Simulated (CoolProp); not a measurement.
Vapour pressure (kPa) of dodecamethylpentasiloxane (MD3M): the reference equation beside estimates from Tc = 628.0 K, pc = 954.0 kPa, ω = 0.730. Clausius-Clapeyron is anchored at 479.6 K with a constant enthalpy of vaporisation of 45.76 kJ/mol.

Model: reference Helmholtz-energy equation of state, Thol 2019, in CoolProp.

```json
[
 {"T (K)": "402.8", "reference": "4.572", "Clausius-Clapeyron": "…", "Redlich-Kwong": "38.08", "Soave-Redlich-Kwong": "4.630", "Peng-Robinson": "5.023"},
 {"T (K)": "422", "reference": "9.665", "Clausius-Clapeyron": "11.93", "Redlich-Kwong": "58.51", "Soave-Redlich-Kwong": "9.724", "Peng-Robinson": "10.32"},
 {"T (K)": "441.2", "reference": "18.73", "Clausius-Clapeyron": "21.05", "Redlich-Kwong": "86.00", "Soave-Redlich-Kwong": "18.80", "Peng-Robinson": "19.61"},
 {"T (K)": "460.4", "reference": "33.74", "Clausius-Clapeyron": "35.41", "Redlich-Kwong": "121.8", "Soave-Redlich-Kwong": "33.88", "Peng-Robinson": "34.83"},
 {"T (K)": "479.6", "reference": "57.14", "Clausius-Clapeyron": "57.14", "Redlich-Kwong": "167.0", "Soave-Redlich-Kwong": "57.50", "Peng-Robinson": "58.46"},
 {"T (K)": "498.8", "reference": "91.85", "Clausius-Clapeyron": "88.88", "Redlich-Kwong": "222.9", "Soave-Redlich-Kwong": "92.73", "Peng-Robinson": "93.47"},
 {"T (K)": "518", "reference": "141.2", "Clausius-Clapeyron": "133.8", "Redlich-Kwong": "290.5", "Soave-Redlich-Kwong": "143.1", "Peng-Robinson": "143.3"},
 {"T (K)": "537.2", "reference": "209.2", "Clausius-Clapeyron": "195.6", "Redlich-Kwong": "370.8", "Soave-Redlich-Kwong": "212.8", "Peng-Robinson": "212.1"},
 {"T (K)": "556.4", "reference": "…", "Clausius-Clapeyron": "278.5", "Redlich-Kwong": "465.1", "Soave-Redlich-Kwong": "…", "Peng-Robinson": "304.4"},
 {"T (K)": "575.6", "reference": "419.7", "Clausius-Clapeyron": "387.4", "Redlich-Kwong": "574.0", "Soave-Redlich-Kwong": "428.3", "Peng-Robinson": "425.5"},
 {"T (K)": "594.8", "reference": "574.2", "Clausius-Clapeyron": "527.5", "Redlich-Kwong": "698.7", "Soave-Redlich-Kwong": "584.7", "Peng-Robinson": "581.4"},
 {"T (K)": "613.9", "reference": "771.6", "Clausius-Clapeyron": "703.5", "Redlich-Kwong": "839.2", "Soave-Redlich-Kwong": "780.3", "Peng-Robinson": "777.9"}
]
```

Q: Some entries are withheld; supply them.

A: 
- 402.8, Clausius-Clapeyron: 6.408
- 556.4, reference: 300.3
- 556.4, Soave-Redlich-Kwong: 306.2

Absolute difference from the reference over all 12 rows, mean and median: Clausius-Clapeyron 10.7 and 7.5 %, Redlich-Kwong 208.2 and 124.2 %, Soave-Redlich-Kwong 1.2 and 1.2 %, Peng-Robinson 3.0 and 1.6 %.
